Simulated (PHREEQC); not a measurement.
PHREEQC input (ion-association model, wateq4f.dat):

```
SOLUTION_SPECIES
  PO4-3 + 3H+ = H3PO4  # constants of phreeqc.dat
    -log_k 21.721
    -delta_h -10.1 kJ
SOLUTION 1
  temp 25
  units mol/kgw
  pH 7 charge
END
SELECTED_OUTPUT 1
  -reset false
  -pH true
  -pe true
  -ionic_strength true
  -water true
  -totals C Cu Na P C(-4) C(4) Cu(1) Cu(2)
  -molalities H+ CO3-2 Cu+2 Na+ PO4-3 HPO4-2 H2PO4- NaHPO4- CO2 HCO3-
    NaCO3- NaHCO3 O2 OH- Cu+ CuCO3 Cu(CO3)2-2 CuOH+ Cu(OH)2 Cu(OH)3-
    Cu(OH)4-2 Cu2(OH)2+2 CuHCO3+ H3PO4
  -equilibrium_phases Malachite Cu(OH)2 Cu3(PO4)2:3H2O Nahcolite Natron
PRINT
  -reset false
USE solution 1
REACTION 1
  Na3PO4 1
  0 0.00208 0.00417 0.00625 0.00833 0.0104 0.0125 0.0146 0.0167 0.0187 0.0208 0.0229 0.025 moles
EQUILIBRIUM_PHASES 1
  Malachite 0 0.1
  Cu(OH)2 0 0
  Cu3(PO4)2:3H2O 0 0
  Nahcolite 0 0
  Natron 0 0
  O2(g) -0.68 10
END
```

Selected output (columns that matter, 13 of 13 rows; Na3PO4 added (mol) added in front):

```
Na3PO4 added (mol)	pH	mu	C	Cu	Na	P	m_H+	m_CO3-2	m_Cu+2	m_Na+	m_HPO4-2	m_NaHPO4-	Malachite	Cu(OH)2
0	7.0354	1.2038e-05	9.843e-06	1.3533e-05	0	0	9.2541e-08	4.1593e-09	3.7687e-06	0	0	0	0.09999	6.1526e-06
0.00208	9.3013	0.0084611	0.0018515	9.2085e-06	0.0062404	0.0020801	5.4403e-10	0.00020176	1.5722e-10	0.0062027	0.0020478	1.698e-05	0.098149	0.0036935
0.00417	9.5133	0.017081	0.0034449	9.2328e-06	0.012512	0.0041705	3.4262e-10	0.0006079	6.6954e-11	0.012353	0.0040863	5.9169e-05	0.096556	0.0068797
0.00625	9.6205	0.025651	0.0049013	9.2659e-06	0.018753	0.0062511	2.722e-10	0.001087	4.4432e-11	0.0184	0.006092	0.00011993	0.0951	0.0097917
0.00833	9.6893	0.034181	0.0062786	9.3027e-06	0.024996	0.0083319	2.3532e-10	0.0015967	3.4546e-11	0.024383	0.0080786	0.00019625	0.093723	0.012545
0.0104	9.7383	0.042621	0.0075955	9.3409e-06	0.031209	0.010403	2.1235e-10	0.0021152	2.9069e-11	0.030283	0.010039	0.00028563	0.092407	0.015177
0.0125	9.7763	0.051132	0.0088915	9.3801e-06	0.037512	0.012504	1.9625e-10	0.0026433	2.5547e-11	0.03622	0.012012	0.00038854	0.091111	0.017768
0.0146	9.8066	0.059592	0.010157	9.419e-06	0.043816	0.014605	1.8439e-10	0.0031683	2.3125e-11	0.042115	0.013972	0.00050266	0.089847	0.020296
0.0167	9.8315	0.068003	0.011397	9.4572e-06	0.050121	0.016707	1.7523e-10	0.0036875	2.1358e-11	0.047971	0.015918	0.00062714	0.088607	0.022776
0.0187	9.8516	0.075971	0.01256	9.4929e-06	0.056125	0.018708	1.6823e-10	0.0041751	2.0068e-11	0.053515	0.01776	0.00075467	0.087446	0.025099
0.0208	9.8697	0.084294	0.013765	9.5293e-06	0.062431	0.02081	1.6217e-10	0.004679	1.8997e-11	0.059306	0.019683	0.00089745	0.086242	0.027507
0.0229	9.8856	0.092577	0.014955	9.5647e-06	0.068737	0.022912	1.5709e-10	0.0051743	1.8133e-11	0.065068	0.021595	0.0010488	0.085053	0.029885
0.025	9.8995	0.10082	0.016134	9.5988e-06	0.075044	0.025015	1.5276e-10	0.0056609	1.7421e-11	0.070803	0.023497	0.0012084	0.083876	0.032239
```

H3PO4, which wateq4f.dat lacks, is added to it with the constant of phreeqc.dat. The database has no phosphate complexes of Cu. The database's constant for dissolved Cu(OH)2 is higher than later reviews accept.
